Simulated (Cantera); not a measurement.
Input: 1 mol CHF3, 1.6 mol HCl, 7.5 mol H2, held at 0.240 bar.

These are equilibrium values from Cantera (NASA tables, ideal gas, pure condensed phases), not measurements of a reactor. Candidate condensed phases: C, C6H6, C7H8, C8H18; 118 gas species. Kinetics and transport are ignored.

Which condensed phases are stable at each of these points (T (K)): 1025, 1225, 1425, 1625, 1825, 2025, 2225, 2425, 2625, 2825, 3025, 3225, 3425?


```csv
T (K),condensed phases,C condensed (%)
1025,C(graphite),93.5
1225,C(graphite),98.8
1425,C(graphite),99.7
1625,C(graphite),99.8
1825,C(graphite),99.7
2025,C(graphite),98.8
2225,C(graphite),96.2
2425,C(graphite),90.0
2625,C(graphite),77.5
2825,C(graphite),55.2
3025,C(graphite),14.6
3225,gas only,0.0
3425,gas only,0.0
```

From 1025 K to 3025 K the condensed part is C(graphite). From 3225 K to 3425 K nothing is condensed.
